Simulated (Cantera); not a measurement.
Predominance diagram of Mg at 327 °C against the partial pressures of O₂ and Br₂ (log10, bar). Standard-state values (1 bar) from the NASA 1993 polynomials, evaluated with Cantera. Candidates: Mg(s), MgBr₂(s), MgO(s). Only these pure phases compete in this equilibrium. Not in the tables: oxide halides.

**Question.** Which phase is stable at these pairs, and which metal-bearing vapour leads over it? (-15.2, -15.9); (-54.9, -15.9); (-24.4, -27.2); (-54.9, -13.1); (-21.3, 1); (-18.3, -18.7); (-48.8, -30)

**Answer.** 
```json
[
 {"log p(O₂)": "-15.2", "log p(Br₂)": "-15.9", "phase": "MgO(s)", "chief vapour": "MgBr₂", "log p (bar)": "-24.8"},
 {"log p(O₂)": "-54.9", "log p(Br₂)": "-15.9", "phase": "MgBr₂(s)", "chief vapour": "MgBr₂", "log p (bar)": "-9.8"},
 {"log p(O₂)": "-24.4", "log p(Br₂)": "-27.2", "phase": "MgO(s)", "chief vapour": "MgBr₂", "log p (bar)": "-31.5"},
 {"log p(O₂)": "-54.9", "log p(Br₂)": "-13.1", "phase": "MgBr₂(s)", "chief vapour": "MgBr₂", "log p (bar)": "-9.8"},
 {"log p(O₂)": "-21.3", "log p(Br₂)": "1", "phase": "MgBr₂(s)", "chief vapour": "MgBr₂", "log p (bar)": "-9.8"},
 {"log p(O₂)": "-18.3", "log p(Br₂)": "-18.7", "phase": "MgO(s)", "chief vapour": "MgBr₂", "log p (bar)": "-26.0"},
 {"log p(O₂)": "-48.8", "log p(Br₂)": "-30", "phase": "MgO(s)", "chief vapour": "MgBr₂", "log p (bar)": "-22.1"}
]
```
